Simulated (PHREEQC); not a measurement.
A solution holds 0.01 mmol/kgw H4SiO4, at 45 °C. Closed to the air; pH follows from the charge balance.

Model: ion-association model, phreeqc.dat, run in PHREEQC.

Precipitation was switched off in this run.

**Question.** Estimate the pH.

**Answer.** pH 6.68.

Species that the database lacks are ignored. At this temperature some constants are extrapolated from 25 °C, and those without enthalpy data are left unchanged.
